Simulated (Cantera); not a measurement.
# Gas-phase reforming

An isothermal, constant-pressure homogeneous reactor starts with CH4 : CO2 = 1 : 0.31 (molar parts), at 1298 K and 1.00 atm.

Detailed kinetics in Cantera: GRI-Mech 3.0 (53 species, 325 reactions). GRI-Mech 3.0 stops at C3 and has no aromatics, soot or wall deposition, so with more carbon than oxygen in the feed, carbon stays in small species such as C2H2 where larger ones or solid carbon would form.

| t (s) | x CH4 | x CO2 | x O | x C2H6 | x C2H4 |
|---|---|---|---|---|---|
| 4.00e-5 | 0.763 | 0.237 | <1e-12 | 5.38e-11 | 1.85e-12 |
| 0.000203 | 0.763 | 0.237 | <1e-12 | 6.96e-9 | 2.90e-10 |
| 0.00103 | 0.763 | 0.237 | <1e-12 | 7.12e-7 | 3.12e-8 |
| 0.00524 | 0.763 | 0.237 | <1e-12 | 1.46e-5 | 7.28e-7 |
| 0.0266 | 0.763 | 0.237 | <1e-12 | 8.95e-5 | 7.66e-6 |
| 0.135 | 0.762 | 0.237 | <1e-12 | 0.000395 | 0.000131 |
| 0.687 | 0.756 | 0.236 | <1e-12 | 0.000748 | 0.00173 |
| 3.49 | 0.718 | 0.230 | <1e-12 | 0.000582 | 0.00498 |
| 17.7 | 0.579 | 0.194 | <1e-12 | 0.000360 | 0.0169 |
| 90.0 | 0.338 | 0.0585 | <1e-12 | 0.000591 | 0.0504 |
x: mole fraction; the columns are a selection and need not sum to one.

Equilibrium at this temperature and pressure: CH4 0.286, CO2 2.00e-6, O <1e-12, C2H6 0.000292, C2H4 0.0148 (gas phase only).
